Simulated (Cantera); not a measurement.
A closed system holds: 1 mol SiH₂Cl₂, 220 mol N₂, 0.41 mol Cl₂, equilibrated at 90.0 Torr.

Equilibrium computed with Cantera from the NASA thermochemical tables; the gas is ideal and each condensed phase is pure. Candidate condensed phases: NH₄Cl, Si, Si₃N₄; 28 gas species. N₂ is the only nitrogen source here; it is nearly inert below about 1500 K, so the nitride shown seldom forms there in practice. The tables' values for SiCl₃ are old estimates; treat these amounts as uncertain. The numbers say what is thermodynamically allowed, not how fast it happens. All values below are at 1250 K.

Base state: N₂ 0.990, HCl 0.00801, SiCl₄ 0.00111, H₂ 0.000505, SiCl₃ 7.17e-5, SiCl₂ 3.33e-5 (mole fractions); condensed: Si₃N₄(s).

### Question
What changes in the equilibrium state with this change: Cl₂ from 0.41 to 0.084 mol?

### Answer
```json
[
 {"species": "N₂", "before": "0.990", "after": "0.991"},
 {"species": "HCl", "before": "0.00801", "after": "0.00765"},
 {"species": "H₂", "before": "0.000505", "after": "0.000689"},
 {"species": "SiCl₄", "before": "0.00111", "after": "0.000493"},
 {"species": "SiCl₃", "before": "7.17e-5", "after": "3.91e-5"},
 {"species": "SiCl₂", "before": "3.33e-5", "after": "2.22e-5"},
 {"species": "Si₃N₄(s), mol", "before": "0.244", "after": "0.292"}
]
```
